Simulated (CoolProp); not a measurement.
The numbers come from the reference Helmholtz-energy equation of state, Platzer 1990 in CoolProp. This equation is an older, rougher fit; its heat capacities, sound speeds and derivatives of the liquid may be far off and weren't checked against measurements.

Give the vapour pressure (MPa), vapour density (kg/m³), enthalpy of vaporisation (kJ/kg) of saturated c-C4F8 (RC318) at 299.9, 325.9, 369.1 K.


| T (K) | p (MPa) | vapour density (kg/m³) | enthalpy of vaporisation (kJ/kg) |
|---|---|---|---|
| 299.9 | 0.330 | 29.6 | 103 |
| 325.9 | 0.697 | 62.9 | 90.3 |
| 369.1 | 1.89 | 206 | 56.6 |
